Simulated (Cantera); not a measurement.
A freely propagating, adiabatic, planar premixed flame of H2 : O2 : N2 : H2O = 1 : 0.312 : 1.17 : 0.08 (molar parts), equivalence ratio 1.6, unburnt at 525 K and 0.133 bar; mixture-averaged transport, grid criteria slope 0.08 and curve 0.16, no radiation.

Cantera simulation using the H2/O2 subset of GRI-Mech 3.0, which has no nitrogen chemistry; the numbers are that mechanism's predictions, not measurements. Burning velocities carry a grid error of a few per cent, more on coarse grids.

Q: What does this change do: N2 1.17 to 1.5 parts?

A: 
| quantity | before | after |
|---|---|---|
| laminar burning velocity | 542 cm/s | 457 cm/s |
| thermal thickness | 5.81 mm | 6.16 mm |
| peak x(H2O2) | 2.28e-6 | 2.14e-6 |
| peak x(OH) | 0.00919 | 0.00632 |
| peak x(HO2) | 7.17e-5 | 6.21e-5 |

Q: What does this change do: H2 1 to 1.3 parts?

A: 
```json
[
 {"quantity": "laminar burning velocity", "before": "542 cm/s", "after": "537 cm/s"},
 {"quantity": "thermal thickness", "before": "5.81 mm", "after": "5.82 mm"},
 {"quantity": "peak x(H2O2)", "before": "2.28e-6", "after": "1.81e-6"},
 {"quantity": "peak x(OH)", "before": "0.00919", "after": "0.00425"},
 {"quantity": "peak x(HO2)", "before": "7.17e-5", "after": "6.44e-5"}
]
```
